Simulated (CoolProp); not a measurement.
Vapour-liquid equilibrium of hydrogen chloride (1) + propane (2) at 1.01 bar; x and y are mole fractions of (1).

Values from CoolProp's multi-fluid Helmholtz-energy mixture model, Thol 2018 and Lemmon 2009; pair parameters Bell 2016.

Problem. Give the bubble temperature and the first vapour's composition at x = 0.65, 0.8, 0.95. Is there an azeotrope?

Solution. x = 0.65: -83.1 °C, y = 0.925; x = 0.8: -83.7 °C, y = 0.937; x = 0.95: -84.7 °C, y = 0.974. No azeotrope shows between x = 0.05 and 0.95.

The pair parameters rest on a limited set of measurements; away from them the model extrapolates. With so large a gap from Raoult's law the liquid may split in two, which this calculation doesn't test in full.
